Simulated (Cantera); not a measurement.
Input: 1 mol H₂O, a varied amount of N₂, equilibrated at 2625 K and 14.0 Pa.

These are equilibrium values from Cantera (NASA tables, ideal gas, pure condensed phases), not measurements of a reactor. Candidate condensed phases: H₂O; 24 gas species. Rates play no part.

Problem. At 1.1 mol N₂, list the 4 most abundant gas species with their mole fractions, and the condensed phases.

Solution. H 0.460, N₂ 0.278, O 0.218, H₂ 0.0165. Condensed: gas only.
